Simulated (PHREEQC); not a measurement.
A solution holds 0.0022 mol/kgw (CH3)4NCl, 0.0086 mol/kgw Li2CO3 and 0.11 mol/kgw NH4Br, at 65 °C. Closed to the air; pH follows from the charge balance.

All values are PHREEQC results (ion-association model, wateq4f.dat), not measurements.

Q: The ionic strength comes out as 0.120 mol/kgw. What activity coefficients do Br-, HCO3-, Li+, OH-, CO3-2 get?

A: Br- 0.76, HCO3- 0.76, Li+ 0.77, OH- 0.73, CO3-2 0.34.

No solid was allowed to form. Species that the database lacks are ignored. (CH3)4N+ isn't in the database: it is added as a free cation with an ion size of 4 Å. Away from 25 °C the constants follow the database's enthalpies or fits; those with neither stay at their 25 °C values.
